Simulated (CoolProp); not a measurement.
Normal hydrogen at 293.15 K and 0.316 MPa is throttled through a valve to 0.153 MPa with no heat exchange. Each further row changes one setting.

The numbers come from the reference Helmholtz-energy equation of state, Leachman 2009 in CoolProp.

```csv
case,temperature change (K),final density (kg/m³)
as stated,+0.0,0.126
outlet pressure 0.0459 MPa,+0.1,0.0379
outlet pressure 0.199 MPa,+0.0,0.164
```
